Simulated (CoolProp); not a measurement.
Vapour-liquid equilibrium of propane (1) + isobutane (2) at 0.0941 MPa; x and y are mole fractions of (1).

Computed with CoolProp (multi-fluid Helmholtz-energy mixture model, Lemmon 2009 and Bücker 2006; pair parameters Kunz 2012).

```
x     bubble temperature (°C)  y at the bubble point  dew temperature at overall composition x (°C)  liquid density (mol/L)
----  -----------------------  ---------------------  ---------------------------------------------  ----------------------
0.05                    -16.3                  0.142                                          -14.5                   10.39
0.15                      ___                  0.362                                          -16.4                   10.68
0.25                    -24.9                  0.521                                          -18.5                   10.95
0.35                      ___                  0.641                                          -20.7                   11.23
0.45                      ___                  0.735                                          -23.0                   11.52
0.55                    -34.1                  0.809                                          -25.6                   11.81
0.65                    -36.6                  0.868                                          -28.6                   12.11
0.75                    -38.9                  0.917                                          -31.9                   12.41
0.85                      ___                  0.955                                          -35.8                   12.73
0.95                    -42.9                  0.987                                          -40.7                   13.05
```

Question: Some entries are withheld; supply them.

Answer: 
- 0.15, bubble temperature (°C): -20.9
- 0.35, bubble temperature (°C): -28.3
- 0.45, bubble temperature (°C): -31.3
- 0.85, bubble temperature (°C): -41.0

No azeotrope shows between x = 0.05 and 0.95.

Pair parameters are fitted to limited data, so mixtures are less certain than the pure fluids.
